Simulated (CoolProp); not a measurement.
Values from CoolProp's reference Helmholtz-energy equation of state, Kamei 1995.

**Question.** For R22, give the phase and the viscosity (µPa s), conductivity (mW/(m K)) at 226.85 °C and 158 kPa; 226.85 °C and 3500 kPa; 226.85 °C and 13200 kPa.

**Answer.** 
- 226.85 °C and 158 kPa: gas; viscosity 22.6, conductivity 27.6
- 226.85 °C and 3500 kPa: gas; viscosity 22.9, conductivity 28.5
- 226.85 °C and 13200 kPa: supercritical; viscosity 29.9, conductivity 38.1

Viscosity comes from a separate model (Bell 2016), an estimate that may be off by 10 % or more. Thermal conductivity comes from a separate model (McLinden 2000), an estimate that may be off by 10 % or more.
